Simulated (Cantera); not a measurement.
## Dilute partial oxidation

An isothermal, constant-pressure homogeneous reactor starts with CH₄ : O₂ : N₂ = 0.016 : 0.0032 : 1 (molar parts), at 1225 K and 2.20 bar.

Computed with Cantera and GRI-Mech 3.0 (53 species, 325 reactions). GRI-Mech 3.0 stops at C3 and has no aromatics, soot or wall deposition, so with more carbon than oxygen in the feed, carbon stays in small species such as C2H2 where larger ones or solid carbon would form.

| t (s) | x CH₄ | x O₂ | x HCN | x NO | x C₂H₆ | x CH₃ |
|---|---|---|---|---|---|---|
| 0.000200 | 0.0157 | 0.00314 | <1e-12 | <1e-12 | <1e-12 | 4.63e-9 |
| 0.000601 | 0.0157 | 0.00314 | <1e-12 | <1e-12 | 5.70e-12 | 1.49e-8 |
| 0.00181 | 0.0157 | 0.00314 | <1e-12 | <1e-12 | 1.98e-10 | 5.19e-8 |
| 0.00543 | 0.0157 | 0.00314 | <1e-12 | <1e-12 | 7.33e-9 | 1.79e-7 |
| 0.0163 | 0.0157 | 0.00314 | <1e-12 | <1e-12 | 1.45e-7 | 3.79e-7 |
| 0.0490 | 0.0157 | 0.00314 | <1e-12 | <1e-12 | 8.60e-7 | 4.32e-7 |
| 0.147 | 0.0157 | 0.00314 | <1e-12 | <1e-12 | 3.19e-6 | 4.99e-7 |
| 0.443 | 0.0157 | 0.00312 | <1e-12 | <1e-12 | 1.12e-5 | 6.72e-7 |
| 1.33 | 0.0155 | 0.00306 | <1e-12 | <1e-12 | 3.79e-5 | 1.03e-6 |
| 4.00 | 0.0149 | 0.00269 | <1e-12 | 1.06e-12 | 8.94e-5 | 1.57e-6 |
x: mole fraction; the columns are a selection and need not sum to one.

Equilibrium at this temperature and pressure: CH₄ 0.00328, O₂ <1e-12, HCN 0.00538, NO <1e-12, C₂H₆ 4.52e-7, CH₃ 9.13e-8 (gas phase only).
